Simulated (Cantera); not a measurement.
A freely propagating, adiabatic, planar premixed flame of 33.7 % H2, 12.0 % O2, 54.3 % N2, equivalence ratio 1.4, unburnt at 450 K and 0.230 bar; mixture-averaged transport, grid criteria slope 0.08 and curve 0.16, no radiation.

Cantera simulation using the H2/O2 subset of GRI-Mech 3.0, which has no nitrogen chemistry; the numbers are that mechanism's predictions, not measurements. Burning velocities carry a grid error of a few per cent, more on coarse grids.

Task: Predict: laminar burning velocity; thermal thickness; peak x(OH); peak x(O); peak x(HO2); peak x(H2O2).

Result: 
```
Quantity                     Value
------------------------  --------
laminar burning velocity  403 cm/s
thermal thickness          2.93 mm
peak x(OH)                 0.00874
peak x(O)                  0.00709
peak x(HO2)               0.000123
peak x(H2O2)               1.21e-5
```
